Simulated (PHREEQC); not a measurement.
Consider water at 25 °C with 7.2 mmol/kgw H2SO4, 27 mmol/kgw FeSO4 and 130 mmol/kgw Na2SO4. Closed to the air; pH follows from the charge balance.

Model: ion-association model, phreeqc.dat, run in PHREEQC.

The pH is 2.52, the ionic strength is 0.383 mol/kgw and the activity of water is 0.993. The specific conductance comes out as 20700 µS/cm. The density is 1.018 g/cm³ and the total alkalinity is -14.4 meq/kg.

```tsv
species	molality	activity	log γ
Na+	0.230	0.166	-0.141
SO4-2	0.110	0.0251	-0.641
NaSO4-	0.0297	0.0210	-0.150
FeSO4	0.0140	0.0152	0.038
Fe+2	0.0126	0.00341	-0.569
HSO4-	0.0101	0.00737	-0.136
H+	0.00390	0.00301	-0.112
FeHSO4+	0.000414	0.000302	-0.136
```

This is a speciation only: nothing precipitates in the calculation.
